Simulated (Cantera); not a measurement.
A closed system holds: 1 mol FeS2, 0.95 mol O2, 0.5 mol N2, equilibrated at 1227 °C and 290000 Pa.

Equilibrium computed with Cantera from the NASA thermochemical tables; the gas is ideal and each condensed phase is pure. Metal and sulfide melt together well below either melting point, which pure phases cannot show. Mutual solubility and eutectic melting of coexisting phases are not modelled. The tables' stoichiometric FeO is somewhat more stable than real wüstite, so its field is too wide. FeO, FeS: taken at fixed stoichiometry. Equilibrium is a limit: real reactors are often held back by kinetics, nucleation or transport.

```tsv
species	before	after
SO2	0.595	0.643
N2	0.334	0.339
S2	0.0624	0.0150
SO	0.00254	1.38e-5
S2O	0.00628	0.00262
FeO(s), mol	0.102	0
FeS(l), mol	0.898	0
FeS(s), mol	0	1.00
```
Gas species are given as mole fractions.

### Question
Which change was made?
(A) O2 from 0.95 to 0.3 mol
(B) temperature from 1227 °C to 725 °C
(C) temperature from 1227 °C to 477 °C
(D) pressure from 290000 Pa to 2500 Pa

### Answer
B, temperature from 1227 °C to 725 °C. FeS: taken at fixed stoichiometry. Gases not in the tables: S3 to S7
